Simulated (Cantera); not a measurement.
A closed system holds: 1 mol BN, 11 mol H₂O, at 1773 K and 0.100 bar.

Cantera equilibrium calculation (NASA polynomials, part measured and part estimated; ideal gas, pure solids and liquids). Candidate condensed phases: B, BN, B₂O₃, B₃O₃H₃, H₂O; 39 gas species. The numbers say what is thermodynamically allowed, not how fast it happens.

Base state: H₂O 0.750, H₂ 0.125, HBO₂ 0.0820, N₂ 0.0417, B₂O₃ 0.000626, H 0.000318, OH 0.000118, HBO 3.11e-5 (mole fractions); condensed: gas only.

Question: What changes in the equilibrium state with this change: temperature from 1773 K to 1375 K?

Answer: 
```
species         before    after
------------  --------  -------
H₂O              0.750    0.806
H₂               0.125    0.129
N₂              0.0417   0.0431
HBO₂            0.0820   0.0204
BO₂            1.57e-5  1.38e-8
(HBO₂)₃        2.29e-6  0.00149
OH            0.000118  4.37e-7
B₂O₃(l), mol         0    0.355
```
Gases not in the tables: H₃BO₃.
